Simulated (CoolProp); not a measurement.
Vapour-liquid equilibrium of CHF3 (R23) (1) + C2F6 (R116) (2) at 0.966 MPa; x and y are mole fractions of (1).

Model: multi-fluid Helmholtz-energy mixture model, Penoncello 2003 and Lemmon 2006; pair parameters Bell 2016, in CoolProp.

```json
[
 {"x": "0.05", "bubble temperature, mixture model (K)": "247.1", "bubble temperature, Raoult's law (K)": "250.0", "y, mixture model": "0.122", "y, Raoult's law": "0.065"},
 {"x": "0.15", "bubble temperature, mixture model (K)": "242.4", "bubble temperature, Raoult's law (K)": "249.0", "y, mixture model": "0.289", "y, Raoult's law": "0.190"},
 {"x": "0.25", "bubble temperature, mixture model (K)": "239.7", "bubble temperature, Raoult's law (K)": "248.0", "y, mixture model": "0.396", "y, Raoult's law": "0.307"},
 {"x": "0.35", "bubble temperature, mixture model (K)": "238.1", "bubble temperature, Raoult's law (K)": "247.1", "y, mixture model": "0.471", "y, Raoult's law": "0.416"},
 {"x": "0.45", "bubble temperature, mixture model (K)": "237.2", "bubble temperature, Raoult's law (K)": "246.2", "y, mixture model": "0.530", "y, Raoult's law": "0.520"},
 {"x": "0.55", "bubble temperature, mixture model (K)": "236.7", "bubble temperature, Raoult's law (K)": "245.4", "y, mixture model": "0.582", "y, Raoult's law": "0.618"},
 {"x": "0.65", "bubble temperature, mixture model (K)": "236.6", "bubble temperature, Raoult's law (K)": "244.5", "y, mixture model": "0.636", "y, Raoult's law": "0.711"},
 {"x": "0.75", "bubble temperature, mixture model (K)": "237.0", "bubble temperature, Raoult's law (K)": "243.8", "y, mixture model": "0.697", "y, Raoult's law": "0.799"},
 {"x": "0.85", "bubble temperature, mixture model (K)": "238.0", "bubble temperature, Raoult's law (K)": "243.0", "y, mixture model": "0.781", "y, Raoult's law": "0.882"},
 {"x": "0.95", "bubble temperature, mixture model (K)": "240.2", "bubble temperature, Raoult's law (K)": "242.3", "y, mixture model": "0.908", "y, Raoult's law": "0.962"}
]
```

The largest gap from Raoult's law is -9.0 K in bubble temperature, at x = 0.45. y crosses x between x = 0.55 and 0.65: the model has an azeotrope there.

The pair parameters rest on a limited set of measurements; away from them the model extrapolates.
